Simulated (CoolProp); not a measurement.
Vapour-liquid equilibrium of carbon dioxide (1) + n-pentane (2) at 6.25 °C; x and y are mole fractions of (1).

Computed with CoolProp (multi-fluid Helmholtz-energy mixture model, Span 1996 and Thol 2019; pair parameters Kunz 2012).

| x | bubble pressure (kPa) | y at the bubble point | dew pressure at overall composition x (kPa) | liquid density (mol/L) |
|---|---|---|---|---|
| 0.05 | ___ | 0.880 | 33.99 | 9.127 |
| 0.125 | 666.9 | 0.949 | 36.94 | 9.555 |
| 0.2 | 1066 | 0.967 | ___ | 10.02 |
| 0.275 | 1441 | 0.974 | 44.66 | 10.54 |
| 0.35 | 1771 | 0.979 | 49.86 | 11.12 |
| 0.425 | 2051 | 0.981 | 56.40 | 11.75 |
| 0.5 | 2286 | 0.983 | 64.91 | 12.46 |
| 0.575 | 2490 | 0.984 | 76.43 | 13.25 |
| 0.65 | 2682 | ___ | 92.91 | ___ |
| 0.725 | 2886 | 0.987 | 118.4 | 15.16 |
| 0.8 | 3123 | 0.989 | 163.4 | 16.31 |
| 0.875 | 3417 | 0.992 | 263.4 | 17.62 |
| 0.95 | 3792 | ___ | 683.4 | 19.10 |

Fill in the missing entries.


- 0.05, bubble pressure (kPa): 273.5
- 0.2, dew pressure at overall composition x (kPa): 40.44
- 0.65, y at the bubble point: 0.986
- 0.65, liquid density (mol/L): 14.15
- 0.95, y at the bubble point: 0.996

No azeotrope shows between x = 0.05 and 0.95.

The pair parameters rest on a limited set of measurements; away from them the model extrapolates. The gap from Raoult's law changes sign with composition, which may be real or a fault of the pair parameters; it wasn't checked against measurements.
